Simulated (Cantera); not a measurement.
A closed system holds: 1 mol Si, 1 mol HCl, 6.5 mol H₂, held at 875 K.

Cantera equilibrium calculation (NASA polynomials, part measured and part estimated; ideal gas, pure solids and liquids). Candidate condensed phases: Si; 19 gas species. The tables' values for SiCl₃ are old estimates; treat these amounts as uncertain. Kinetics and transport are ignored.

x: gas mole fraction; n: condensed amount in mol.

```tsv
P (Pa)	x H₂	x SiHCl₃	x SiCl₄	x SiH₂Cl₂	x HCl	x SiH₃Cl	x SiCl₃	n Si(s)
10000	0.959	0.0116	0.0244	0.000509	0.00439	5.36e-6	0.000104	0.735
23000	0.959	0.0137	0.0230	0.000749	0.00351	9.86e-6	8.07e-5	0.729
51000	0.959	(withheld)	0.0214	(withheld)	(withheld)	(withheld)	6.27e-5	0.722
120000	0.958	0.0183	0.0195	0.00158	0.00223	3.26e-5	4.72e-5	0.715
260000	0.958	(withheld)	(withheld)	(withheld)	(withheld)	(withheld)	3.61e-5	0.708
590000	0.957	0.0230	0.0155	0.00311	0.00141	0.000102	2.67e-5	0.699
1300000	0.956	0.0251	0.0134	0.00430	0.00112	0.000177	1.97e-5	0.690
3000000	0.955	0.0271	0.0112	0.00596	0.000867	0.000316	1.40e-5	0.680
```

Problem. Complete the blanks.

Solution. 
- 51000, x SiHCl₃: 0.0159
- 51000, x SiH₂Cl₂: 0.00108
- 51000, x HCl: 0.00283
- 51000, x SiH₃Cl: 1.76e-5
- 260000, x SiHCl₃: 0.0206
- 260000, x SiCl₄: 0.0176
- 260000, x SiH₂Cl₂: 0.00220
- 260000, x HCl: 0.00179
- 260000, x SiH₃Cl: 5.68e-5
